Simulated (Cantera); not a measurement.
**Adiabatic ignition**

An adiabatic, constant-pressure homogeneous reactor starts with 10.9 % CH₃OH, 18.7 % O₂, 70.4 % N₂, equivalence ratio 0.87, at 1650 K and 0.570 bar.

Model: GRI-Mech 3.0 (53 species, 325 reactions), integrated in Cantera. GRI-Mech 3.0 was tuned for natural gas; its chemistry of methanol as a main component is partial and can be far from experiment.

```csv
t (s),T (K),x CH₃OH,x O₂,x CO₂,x C₂H₂,x CH₂CO,x CH₂O
2.00e-6,1650,0.109,0.187,2.90e-6,1.10e-10,<1e-12,5.76e-5
5.46e-6,1650,0.108,0.187,8.35e-6,3.26e-10,8.04e-12,0.000195
1.49e-5,1650,0.108,0.186,2.32e-5,9.73e-10,1.16e-10,0.000726
4.07e-5,1655,0.103,0.184,6.60e-5,3.89e-9,3.49e-9,0.00421
0.000111,1898,0.0332,0.136,0.00185,1.64e-7,1.78e-6,0.0283
0.000304,2476,<1e-12,0.0449,0.0512,<1e-12,<1e-12,1.33e-10
0.000829,2677,<1e-12,0.0401,0.0588,<1e-12,<1e-12,1.37e-10
0.00226,2693,<1e-12,0.0382,0.0597,<1e-12,<1e-12,1.41e-10
0.00618,2688,<1e-12,0.0362,0.0596,<1e-12,<1e-12,1.42e-10
0.0169,2686,<1e-12,0.0355,0.0596,<1e-12,<1e-12,1.43e-10
0.0461,2686,<1e-12,0.0355,0.0596,<1e-12,<1e-12,1.43e-10
0.126,2686,<1e-12,0.0355,0.0596,<1e-12,<1e-12,1.43e-10
0.344,2686,<1e-12,0.0355,0.0596,<1e-12,<1e-12,1.43e-10
0.939,2686,<1e-12,0.0355,0.0596,<1e-12,<1e-12,1.43e-10
2.56,2686,<1e-12,0.0355,0.0596,<1e-12,<1e-12,1.43e-10
7.00,2686,<1e-12,0.0355,0.0596,<1e-12,<1e-12,1.43e-10
```
x: mole fraction; the columns are a selection and need not sum to one.

```yaml
time_of_steepest_temperature_rise: 0.123 ms
temperature at 7.00 s: 2686 K
equilibrium_temperature: 2686 K
x(CH₃OH) at 7.00 s: <1e-12 (gas-phase equilibrium <1e-12)
x(O₂) at 7.00 s: 0.0355 (gas-phase equilibrium 0.0355)
x(CO₂) at 7.00 s: 0.0596 (gas-phase equilibrium 0.0596)
```
